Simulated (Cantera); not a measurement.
Standard-state values (1 bar) from the NASA 1993 polynomials, evaluated with Cantera. Values are per mole of reaction as written; species without (g) are pure solids or liquids, kept so even where they would boil at 1 bar.

O(g) + 2 LiCl(g) → Li₂O + Cl₂(g)

| T (K) | ΔH° (kJ) | ΔS° (J/K) | ΔG° (kJ) | log10 K | condensed phases |
|---|---|---|---|---|---|
| 1650 | ___ | ___ | ___ | ___ | Li₂O(s) |
| 1725 | -418.9 | -289.8 | 81.0 | -2.45 | Li₂O(s) |
| 1800 | ___ | ___ | ___ | ___ | Li₂O(s) |
| 1875 | ___ | ___ | ___ | ___ | Li₂O(l) |
| 1950 | -351.2 | -253.0 | 142.2 | -3.81 | Li₂O(l) |
| 2025 | -348.1 | -251.5 | 161.1 | -4.16 | Li₂O(l) |

Task: Complete the blanks.

Result: 
- 1650, ΔH° (kJ): -421.9
- 1650, ΔS° (J/K): -291.5
- 1650, ΔG° (kJ): 59.2
- 1650, log10 K: -1.87
- 1800, ΔH° (kJ): -415.9
- 1800, ΔS° (J/K): -288.1
- 1800, ΔG° (kJ): 102.6
- 1800, log10 K: -2.98
- 1875, ΔH° (kJ): -354.3
- 1875, ΔS° (J/K): -254.7
- 1875, ΔG° (kJ): 123.2
- 1875, log10 K: -3.43
